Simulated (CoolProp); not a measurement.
Vapour-liquid equilibrium of R22 (1) + R113 (2) at 284.5 K; x and y are mole fractions of (1).

The numbers come from the multi-fluid Helmholtz-energy mixture model, Kamei 1995 and Marx 1992; pair parameters Bell 2016 in CoolProp.

| x | bubble pressure (kPa) | y at the bubble point | dew pressure at overall composition x (kPa) | liquid density (mol/L) |
|---|---|---|---|---|
| 0.05 | 64.16 | 0.616 | 26.72 | 8.706 |
| 0.15 | 144.8 | 0.842 | 29.80 | 9.111 |
| 0.25 | 224.6 | 0.906 | 33.67 | 9.546 |
| 0.35 | 299.6 | 0.936 | 38.70 | 10.01 |
| 0.45 | 368.1 | 0.953 | 45.49 | 10.52 |
| 0.55 | 430.6 | 0.965 | 55.15 | 11.07 |
| 0.65 | 488.9 | 0.973 | 70.00 | 11.68 |
| 0.75 | 546.2 | 0.981 | 95.78 | 12.34 |
| 0.85 | 605.9 | 0.988 | 151.5 | 13.08 |
| 0.95 | 672.2 | 0.996 | 353.8 | 13.91 |

No azeotrope shows between x = 0.05 and 0.95.

Pair parameters are fitted to limited data, so mixtures are less certain than the pure fluids.
